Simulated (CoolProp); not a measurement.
A closed Brayton cycle with carbon dioxide: compressor inlet 328.15 K and 9.9 MPa, high pressure 20.5 MPa, turbine inlet 785 K, compressor efficiency 0.89, turbine efficiency 0.93, recuperator effectiveness 0.8 (on enthalpy, no pinch check). Each further row changes one setting.

Model: reference Helmholtz-energy equation of state, Span 1996, in CoolProp.

```tsv
case	thermal efficiency (%)	net work (kJ/kg)	compressor to turbine work	compressor exit (K)	turbine exit (K)
as stated	26.5	65.4	0.32	380.6	696.6
turbine inlet 735 K	25.6	58.4	0.34	380.6	649.9
compressor inlet 338.15 K	26.0	59.8	0.37	397.9	696.6
high pressure 17.4 MPa	23.5	52.6	0.30	368.7	716.2
recuperator effectiveness 0.5	18.2	65.4	0.32	380.6	696.6
```
